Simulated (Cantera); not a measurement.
Input: 1 mol Si, 0.0041 mol H2O, 990 mol H2, held at 1300 K and 7.80e-6 bar.

These are equilibrium values from Cantera (NASA tables, ideal gas, pure condensed phases), not measurements of a reactor. Candidate condensed phases: H2O, Si, SiO2; 18 gas species. The numbers say what is thermodynamically allowed, not how fast it happens.

**Question.** What is the equilibrium state?

**Answer.** 
```json
{
  "x(H2)": "1.000",
  "x(H)": "0.000396",
  "x(Si)": "5.55e-6",
  "x(SiO)": "4.14e-6",
  "n(Si(s))": "0.990 mol",
  "gas_amount": "990.2 mol"
}
```
